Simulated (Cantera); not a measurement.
Charge: 1 mol HMDSO, 3.8 mol NO, 0.38 mol H₂, held at 46.0 Pa.

Equilibrium computed with Cantera from the NASA thermochemical tables; the gas is ideal and each condensed phase is pure. Candidate condensed phases: C, C₆H₆, C₇H₈, C₈H₁₈, H₂O, Si, SiC, SiO₂, Si₂N₂O, Si₃N₄; 151 gas species. The feed counts by its element totals alone. The numbers say what is thermodynamically allowed, not how fast it happens. All values below are at 1227 °C.

Base state: H₂ 0.583, CO 0.274, N₂ 0.118, SiO 0.0249, H 0.000627, HCN 4.07e-5 (mole fractions); condensed: SiC(s).

What changes in the equilibrium state with this change: pressure from 46.0 Pa to 10.0 mbar?


```json
[
 {"species": "H₂", "before": "0.583", "after": "0.611"},
 {"species": "CO", "before": "0.274", "after": "0.288"},
 {"species": "N₂", "before": "0.118", "after": "0.0997"},
 {"species": "SiO", "before": "0.0249", "after": "0.000565"},
 {"species": "HCN", "before": "4.07e-5", "after": "0.000261"},
 {"species": "H", "before": "0.000627", "after": "0.000138"},
 {"species": "SiC(s), mol", "before": "1.60", "after": "1.25"},
 {"species": "C(graphite), mol", "before": "0", "after": "0.320"},
 {"species": "Si₂N₂O(s), mol", "before": "0", "after": "0.369"}
]
```
Mutual solubility and eutectic melting of coexisting phases are not modelled.
